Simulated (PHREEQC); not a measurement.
Dissolve 0.82 mol/kgw Na2SO4 and 5.9e-05 mol/kgw H4SiO4 at 25 °C. Closed to the air; pH follows from the charge balance.

The numbers come from PHREEQC with the Pitzer model, pitzer.dat.

Precipitation was switched off in this run.

### Question
Estimate the pH, osmotic coefficient.

### Answer
pH 7.17; osmotic coefficient 0.654.

Complexes and solids missing from the database can't appear. In brines, pH and single-ion activities rest on the MacInnes convention.
